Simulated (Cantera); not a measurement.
Charge: 1 mol Si, 2.4 mol HCl, 2.3 mol H2, equilibrated at 802 °C and 10.0 Torr.

Method: chemical equilibrium by Gibbs-energy minimisation in Cantera with the NASA 1993 tables (ideal gas, pure condensed phases). Candidate condensed phases: Si; 19 gas species. The tables' values for SiCl3 are old estimates; treat these amounts as uncertain. Rates play no part.

Base state: H2 0.801, SiCl4 0.106, HCl 0.0584, SiHCl3 0.0181, SiCl2 0.00830, SiCl3 0.00745, SiH2Cl2 0.000361 (mole fractions); condensed: Si(s).

Task: What changes in the equilibrium state with this change: HCl from 2.4 to 5 mol?

Result: 
| species | before | after |
|---|---|---|
| H2 | 0.801 | 0.671 |
| HCl | 0.0584 | 0.171 |
| SiCl4 | 0.106 | 0.147 |
| SiHCl3 | 0.0181 | 0.00715 |
| SiH2Cl2 | 0.000361 | 4.08e-5 |
| SiCl2 | 0.00830 | 0.00112 |
| SiCl3 | 0.00745 | 0.00322 |
| Si(s), mol | 0.416 | 0 |
